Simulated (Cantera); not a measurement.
A freely propagating, adiabatic, planar premixed flame of 26.7 % CO, 1.47 % H2, 15.1 % O2, 56.8 % N2, unburnt at 325 K and 1.01 bar; mixture-averaged transport, grid criteria slope 0.08 and curve 0.16, no radiation.

Detailed kinetics in Cantera: GRI-Mech 3.0 (53 species, 325 reactions). Burning velocities carry a grid error of a few per cent, more on coarse grids.

x: mole fraction of selected species; z is measured from the peak of heat release.

| z (mm) | T (K) | u (m/s) | x CO | x H2 | x O2 | x OH | x H | x HO2 |
|---|---|---|---|---|---|---|---|---|
| -2.37 | 325 | 0.408 | 0.267 | 0.0146 | 0.151 | <1e-8 | <1e-8 | <1e-8 |
| -1.58 | 325 | 0.408 | 0.267 | 0.0146 | 0.151 | <1e-8 | <1e-8 | <1e-8 |
| -1.19 | 325 | 0.408 | 0.267 | 0.0144 | 0.151 | <1e-8 | <1e-8 | (withheld) |
| -0.791 | 326 | 0.409 | 0.267 | 0.0137 | 0.151 | <1e-8 | <1e-8 | (withheld) |
| -0.395 | 365 | 0.457 | 0.266 | 0.0111 | 0.151 | <1e-8 | <1e-8 | (withheld) |
| -0.198 | 648 | 0.803 | 0.248 | 0.00789 | 0.141 | 7.83e-5 | 0.000120 | (withheld) |
| 0 | 1126 | 1.36 | 0.200 | 0.00368 | 0.113 | 0.000569 | 0.00250 | (withheld) |
| 0.198 | 1445 | 1.71 | 0.146 | 0.00119 | 0.0806 | 0.00154 | 0.00525 | (withheld) |
| 0.395 | 1628 | 1.89 | 0.113 | 0.000919 | 0.0629 | 0.00230 | 0.00599 | (withheld) |
| 0.791 | 1814 | 2.07 | 0.0895 | 0.000964 | 0.0520 | 0.00311 | 0.00473 | (withheld) |
| 1.58 | 1975 | 2.23 | 0.0756 | 0.000847 | 0.0463 | 0.00339 | 0.00266 | (withheld) |
| 3.16 | 2107 | 2.36 | 0.0622 | 0.000664 | 0.0406 | 0.00325 | 0.00141 | (withheld) |
| 6.33 | 2213 | 2.46 | 0.0497 | 0.000503 | 0.0352 | 0.00291 | 0.000756 | (withheld) |

Task: Complete the blanks.

Result: 
- -1.19, x HO2: 2.94e-8
- -0.791, x HO2: 4.09e-7
- -0.395, x HO2: 2.75e-5
- -0.198, x HO2: 0.000227
- 0, x HO2: 5.19e-5
- 0.198, x HO2: 1.96e-5
- 0.395, x HO2: 1.13e-5
- 0.791, x HO2: 6.64e-6
- 1.58, x HO2: 3.80e-6
- 3.16, x HO2: 2.06e-6
- 6.33, x HO2: 1.21e-6
